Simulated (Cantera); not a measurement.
Charge: 1 mol CuO, a varied amount of C, 0.025 mol CO, equilibrated at 10.0 mbar.

Method: chemical equilibrium by Gibbs-energy minimisation in Cantera with the NASA 1993 tables (ideal gas, pure condensed phases). Candidate condensed phases: C, Cu, CuO, Cu2O; 15 gas species. Each liquid is taken as pure. Mutual solubility and eutectic melting of coexisting phases are not modelled. Equilibrium is a limit: real reactors are often held back by kinetics, nucleation or transport.

Q: What condenses at these points (T in K, n(C) in mol): (2200, 1.1); (1000, 0.4); (1150, 0.86); (1300, 0.51); (2050, 0.51); (2200, 0.66); (2200, 1.4); (850, 1.1)?

A: 
```json
[
 {"T (K)": "2200", "n(C) in mol": "1.1", "condensed phases": "C", "Cu condensed (%)": "0.0"},
 {"T (K)": "1000", "n(C) in mol": "0.4", "condensed phases": "Cu + Cu2O", "Cu condensed (%)": "100.0"},
 {"T (K)": "1150", "n(C) in mol": "0.86", "condensed phases": "Cu", "Cu condensed (%)": "100.0"},
 {"T (K)": "1300", "n(C) in mol": "0.51", "condensed phases": "Cu", "Cu condensed (%)": "100.0"},
 {"T (K)": "2050", "n(C) in mol": "0.51", "condensed phases": "gas only", "Cu condensed (%)": "0.0"},
 {"T (K)": "2200", "n(C) in mol": "0.66", "condensed phases": "gas only", "Cu condensed (%)": "0.0"},
 {"T (K)": "2200", "n(C) in mol": "1.4", "condensed phases": "C", "Cu condensed (%)": "0.0"},
 {"T (K)": "850", "n(C) in mol": "1.1", "condensed phases": "C + Cu", "Cu condensed (%)": "100.0"}
]
```
